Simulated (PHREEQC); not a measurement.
**Polishing slurry liquid (model solution)**

Consider water at 20 °C with 28 mmol/kgw TMAH and 0.041 mmol/kgw CO2. Closed to the air; pH follows from the charge balance.

Model: ion-association model, phreeqc.dat, run in PHREEQC.

No solid was allowed to form.

Q: Predict the pH.

A: pH 12.54.

Species that the database lacks are ignored. (CH3)4N+ isn't in the database: it is added as a free cation with an ion size of 4 Å.
